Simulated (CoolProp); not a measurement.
Carbon dioxide at 298.15 K and 9.28 MPa flows at 0.16 m/s in a round tube of 12.7 mm bore and 0.25 µm roughness, fully developed (64/Re and Nu = 3.66 if laminar; Colebrook and Gnielinski if turbulent). Each further row changes one setting.

Values from CoolProp's reference Helmholtz-energy equation of state, Span 1996.

```tsv
case	Reynolds number	Darcy friction factor	pressure drop (Pa/m)	heat-transfer coefficient (W/(m² K))	mass flow (kg/h)
as stated	22600	0.0252	20.4	739	58.7
velocity 0.32 m/s	45200	0.0214	69.6	1330	117
diameter 25.4 mm	45200	0.0214	8.68	662	235
```

Viscosity comes from a separate model (Laesecke 2017). Thermal conductivity comes from a separate model (Huber 2016).
